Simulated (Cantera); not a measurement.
A freely propagating, adiabatic, planar premixed flame of C3H8 : O2 : N2 = 1 : 3.85 : 14.5 (molar parts), unburnt at 423 K and 3750 Torr; mixture-averaged transport, grid criteria slope 0.08 and curve 0.16, no radiation.

Computed with Cantera and GRI-Mech 3.0 (53 species, 325 reactions). GRI-Mech 3.0 was tuned for natural gas; its chemistry of propane as a main component is partial and can be far from experiment. Burning velocities carry a grid error of a few per cent, more on coarse grids.

Task: What does this change do: O2 3.85 to 2.9 parts?

Result: 
```tsv
quantity	before	after
laminar burning velocity	42.7 cm/s	6.57 cm/s
thermal thickness	0.0964 mm	0.477 mm
peak x(H2)	0.0361	0.0680
peak x(O)	0.000415	5.90e-6
peak x(CH2)	6.48e-5	1.71e-6
peak x(C2H)	4.50e-6	6.41e-8
```
